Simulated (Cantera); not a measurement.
A Cantera script and what it prints.

```python
import numpy as np
import cantera as ct

gas_names = """
    F F2 H HF H2 H2F2 H3F3 H4F4 H5F5 H6F6 H7F7 Si SiF SiF2 SiF3 SiF4 SiH SiHF3 SiH2 SiH2F2 SiH3 SiH3F
    SiH4 Si2 Si3
""".split()
cond_names = """
    Si(cr) Si(L)
""".split()


def load(file, names, dense=False):
    # The tables refer to 1 bar. Condensed volumes are neglected.
    table = {s.name: s for s in ct.Species.list_from_file(file)}
    out = []
    for n in names:
        d = dict(table[n].input_data)
        d["thermo"] = dict(d["thermo"], **{"reference-pressure": 1e5})
        if dense:
            d["equation-of-state"] = {"model": "constant-volume", "density": "1e6 g/cm^3"}
        out.append(ct.Species.from_dict(d))
    return out


gas = ct.Solution(thermo="ideal-gas", species=load("nasa_gas.yaml", gas_names))
cond = {s.name: ct.Solution(thermo="fixed-stoichiometry", species=[s], name=s.name)
        for s in load("nasa_condensed.yaml", cond_names, dense=True)}
atoms = {
    'Si': {'Si': 1},
    'HF': {'H': 1, 'F': 1},
    'H2': {'H': 2},
}
top_T = {}  # K; cautious upper limits of use, not melting points


def equilibrate(T, P, feed):
    n = {}
    for name, mol in feed.items():
        for a, k in atoms[name].items():
            n[a] = n.get(a, 0.0) + k * mol
    gas.TPX = T, P, n
    mass = sum(n.values()) * gas.mean_molecular_weight
    gas.equilibrate("TP")
    valid = [c for c in cond.values() if c.min_temp <= T <= top_T.get(c.name, c.max_temp)]
    mix = ct.Mixture([(gas, mass / gas.mean_molecular_weight)] + [(c, 0.0) for c in valid])
    mix.T, mix.P = T, P
    mix.equilibrate("TP", solver="vcs", rtol=1e-11, max_steps=5000)
    return mix


results = []
feed = {'Si': 1, 'HF': 14, 'H2': 4.9}  # mol
T = 1373  # K
P = 8.5  # Pa
mix = equilibrate(T, P, feed)
results.append((T, P, feed, dict(zip(mix.species_names, mix.species_moles))))
print(gas.report(threshold=1e-05))
for i in range(1, mix.n_phases):
    print(f"{mix.phase(i).name:16s} {mix.phase_moles(i):12.5e} mol")
```

It prints:

```
       temperature   1373 K
          pressure   8.5 Pa
           density   1.3226e-05 kg/m^3
  mean mol. weight   17.763 kg/kmol
   phase of matter   gas

                          1 kg             1 kmol
                     ---------------   ---------------
          enthalpy         -1.16e+07       -2.0605e+08  J
   internal energy       -1.2242e+07       -2.1746e+08  J
           entropy             16836        2.9906e+05  J/K
    Gibbs function       -3.4715e+07       -6.1665e+08  J
 heat capacity c_p            2018.8             35860  J/K
 heat capacity c_v            1550.7             27546  J/K

                      mass frac. Y      mole frac. X     chem. pot. / RT
                     ---------------   ---------------   ---------------
                 H        1.2719e-05        0.00022414           -14.338
                HF           0.62942           0.55885           -57.359
                H2          0.043703           0.38508           -28.676
              SiF3          0.001622        0.00033864           -152.72
              SiF4            0.3252          0.055503           -195.74
     [  +20 minor]        3.9122e-05        8.4236e-06

Si(cr)            0.00000e+00 mol
```

Method: chemical equilibrium by Gibbs-energy minimisation in Cantera with the NASA 1993 tables (ideal gas, pure condensed phases). The tables' values for SiF3 are old estimates; treat these amounts as uncertain.
